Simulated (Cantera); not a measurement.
A perfectly stirred reactor is fed with N2O : O2 = 1 : 0.097 (molar parts), at 100.0 Torr; it is held at 1275 K, and followed from long to short residence time.

Detailed kinetics in Cantera: GRI-Mech 3.0 (53 species, 325 reactions). GRI-Mech 3.0 was tuned for natural gas; its chemistry of N2O as a main component is partial and can be far from experiment. The mechanism lacks the step 2 NO + O2 → 2 NO2, which can matter for NO2 below about 1400 K. The temperature is held fixed by assumption; the heat of reaction is taken as removed at once.

Problem. What does this change do: temperature 1275 to 1100 K?

Solution. 
```tsv
quantity	before	after
x(N2O) at τ = 0.660 s	0.703	0.903
x(O2) at τ = 0.660 s	0.144	0.0910
x(N2) at τ = 0.660 s	0.134	0.00591
x(NO) at τ = 0.660 s	0.0195	0.000417
x(NO2) at τ = 0.660 s	2.54e-5	4.52e-7
x(N2O) at τ = 21.0 ms	0.903	0.911
x(O2) at τ = 21.0 ms	0.0907	0.0885
x(N2) at τ = 21.0 ms	0.00549	0.000190
x(NO) at τ = 21.0 ms	0.000806	1.34e-5
x(NO2) at τ = 21.0 ms	4.13e-7	1.05e-9
```
